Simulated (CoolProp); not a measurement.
Vapour-liquid equilibrium of n-perfluoropentane (1) + n-pentane (2) at 580 kPa; x and y are mole fractions of (1).

The numbers come from the multi-fluid Helmholtz-energy mixture model, Gao 2022 and Thol 2019; pair parameters Bell 2016 in CoolProp.

```csv
x,"bubble temperature, mixture model (°C)","bubble temperature, Raoult's law (°C)","y, mixture model","y, Raoult's law"
0.05,90.3,98.4,0.195,0.064
0.125,83.3,97.4,0.345,0.156
0.2,80.0,96.5,0.416,0.245
0.275,78.5,95.6,0.455,0.330
0.35,77.7,94.7,0.480,0.411
0.425,77.3,93.8,0.502,0.490
0.5,77.1,93.0,0.525,0.565
0.575,77.1,92.2,0.552,0.637
0.65,77.4,91.4,0.587,0.707
0.725,78.2,90.6,0.635,0.774
0.8,79.6,89.8,0.699,0.838
0.875,81.9,89.1,0.786,0.901
0.95,85.1,88.4,0.903,0.961
```

The largest gap from Raoult's law is -17.1 K in bubble temperature, at x = 0.275. y crosses x between x = 0.5 and 0.575: the model has an azeotrope there.

Pair parameters are fitted to limited data, so mixtures are less certain than the pure fluids. With so large a gap from Raoult's law the liquid may split in two, which this calculation doesn't test in full.
